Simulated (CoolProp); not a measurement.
Vapour-liquid equilibrium of hydrogen sulfide (1) + n-butane (2) at 1.58 MPa; x and y are mole fractions of (1).

Computed with CoolProp (multi-fluid Helmholtz-energy mixture model, Lemmon 2006 and Bücker 2006; pair parameters Kunz 2012).

| x | bubble temperature (K) | y at the bubble point | dew temperature at overall composition x (K) | liquid density (mol/L) |
|---|---|---|---|---|
| 0.05 | 363.0 | 0.195 | 372.0 | 8.456 |
| 0.125 | 346.6 | 0.438 | 367.4 | 9.181 |
| 0.2 | 333.1 | 0.603 | 362.7 | 9.908 |
| 0.275 | 322.9 | 0.708 | 357.9 | 10.65 |
| 0.35 | 315.2 | 0.775 | 352.8 | 11.42 |
| 0.425 | 309.4 | 0.821 | 347.5 | 12.26 |
| 0.5 | 304.9 | 0.854 | 341.8 | 13.19 |
| 0.575 | 301.4 | 0.880 | 335.6 | 14.24 |
| 0.65 | 298.5 | 0.901 | 328.7 | 15.43 |
| 0.725 | 296.0 | 0.920 | 321.0 | 16.79 |
| 0.8 | 293.8 | 0.938 | 312.1 | 18.33 |
| 0.875 | 291.8 | 0.957 | 302.0 | 20.07 |
| 0.95 | 289.8 | 0.980 | 292.5 | 22.02 |

No azeotrope shows between x = 0.05 and 0.95.

The pair parameters rest on a limited set of measurements; away from them the model extrapolates.
